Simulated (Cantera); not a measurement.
Input (Python, Cantera) and output of one run.

```python
import numpy as np
import cantera as ct

gas_names = """
    H HNO HNO2 HNO3 HO2 H2 H2O H2O2 N NH NH2 NH3 NH2OH NO NO2 NO3 N2 N2H2 N2H4 N2O Nb NbO NbO2 O OH O2
    O3
""".split()
cond_names = """
    H2O(s) H2O(L) Nb(cr) Nb(L) NbO(s) NbO(L) NbO2(I) NbO2(II) NbO2(III) NbO2(L) Nb2O5(s) Nb2O5(L)
""".split()


# ... load() reads the species with a 1 bar reference pressure and builds the phases ...
atoms = {
    'Nb': {'Nb': 1},
    'N2O': {'N': 2, 'O': 1},
    'H2': {'H': 2},
}
top_T = {}  # K; cautious upper limits of use, not melting points


# ... equilibrate(T, P, feed) seeds the gas with the atoms and calls Mixture.equilibrate('TP', solver="vcs", rtol=1e-11, max_steps=5000) ...
results = []
feed = {'Nb': 1, 'N2O': 16, 'H2': 12}  # mol
P = 100000  # Pa
for T in [1625, 1650, 1675, 1700, 1725, 1750, 1775, 1800, 1825, 1850, 1875, 1900, 1925]:
    mix = equilibrate(T, P, feed)
    results.append((T, P, feed, dict(zip(mix.species_names, mix.species_moles))))
    x = sorted(zip(gas.X, gas.species_names), reverse=True)
    print(f"T = {T:g} K  P = {P:g} Pa  gas = {mix.phase_moles(0):.4g} mol")
    print("   x: " + "  ".join(f"{s} {v:.3e}" for v, s in x if v > 0.0001))
    print("   condensed (mol): " + ("  ".join(f"{mix.phase(i).name} {mix.phase_moles(i):.4g}"
          for i in range(1, mix.n_phases) if mix.phase_moles(i) > 1e-12) or "none"))
```

Result:

```
T = 1625 K  P = 100000 Pa  gas = 28.75 mol
   x: N2 5.562e-01  H2O 4.172e-01  O2 2.571e-02  NO 6.325e-04  OH 2.581e-04
   condensed (mol): Nb2O5(s) 0.5
T = 1650 K  P = 100000 Pa  gas = 28.75 mol
   x: N2 5.561e-01  H2O 4.172e-01  O2 2.567e-02  NO 7.002e-04  OH 3.097e-04
   condensed (mol): Nb2O5(s) 0.5
T = 1675 K  P = 100000 Pa  gas = 28.75 mol
   x: N2 5.561e-01  H2O 4.171e-01  O2 2.562e-02  NO 7.728e-04  OH 3.695e-04
   condensed (mol): Nb2O5(s) 0.5
T = 1700 K  P = 100000 Pa  gas = 28.75 mol
   x: N2 5.560e-01  H2O 4.171e-01  O2 2.557e-02  NO 8.503e-04  OH 4.386e-04
   condensed (mol): Nb2O5(s) 0.5
T = 1725 K  P = 100000 Pa  gas = 28.75 mol
   x: N2 5.560e-01  H2O 4.170e-01  O2 2.552e-02  NO 9.328e-04  OH 5.180e-04
   condensed (mol): Nb2O5(s) 0.5
T = 1750 K  P = 100000 Pa  gas = 28.76 mol
   x: N2 5.559e-01  H2O 4.169e-01  O2 2.546e-02  NO 1.021e-03  OH 6.089e-04
   condensed (mol): Nb2O5(s) 0.5
T = 1775 K  P = 100000 Pa  gas = 28.76 mol
   x: N2 5.558e-01  H2O 4.168e-01  O2 2.539e-02  NO 1.114e-03  OH 7.123e-04  H2 1.113e-04
   condensed (mol): Nb2O5(s) 0.5
T = 1800 K  P = 100000 Pa  gas = 28.76 mol
   x: N2 5.558e-01  H2O 4.167e-01  O2 2.533e-02  NO 1.212e-03  OH 8.296e-04  H2 1.410e-04
   condensed (mol): Nb2O5(L) 0.5
T = 1825 K  P = 100000 Pa  gas = 28.76 mol
   x: N2 5.557e-01  H2O 4.166e-01  O2 2.526e-02  NO 1.316e-03  OH 9.622e-04  H2 1.777e-04
   condensed (mol): Nb2O5(L) 0.5
T = 1850 K  P = 100000 Pa  gas = 28.76 mol
   x: N2 5.556e-01  H2O 4.164e-01  O2 2.518e-02  NO 1.426e-03  OH 1.111e-03  H2 2.224e-04
   condensed (mol): Nb2O5(L) 0.5
T = 1875 K  P = 100000 Pa  gas = 28.76 mol
   x: N2 5.555e-01  H2O 4.163e-01  O2 2.510e-02  NO 1.541e-03  OH 1.279e-03  H2 2.768e-04
   condensed (mol): Nb2O5(L) 0.5
T = 1900 K  P = 100000 Pa  gas = 28.77 mol
   x: N2 5.554e-01  H2O 4.161e-01  O2 2.502e-02  NO 1.662e-03  OH 1.465e-03  H2 3.426e-04
   condensed (mol): Nb2O5(L) 0.5
T = 1925 K  P = 100000 Pa  gas = 28.77 mol
   x: N2 5.553e-01  H2O 4.158e-01  O2 2.494e-02  NO 1.788e-03  OH 1.673e-03  H2 4.216e-04
   condensed (mol): Nb2O5(L) 0.5
```

Equilibrium computed with Cantera from the NASA thermochemical tables; the gas is ideal and each condensed phase is pure. Condensed phases not in the tables: the oxides between NbO2 and Nb2O5.
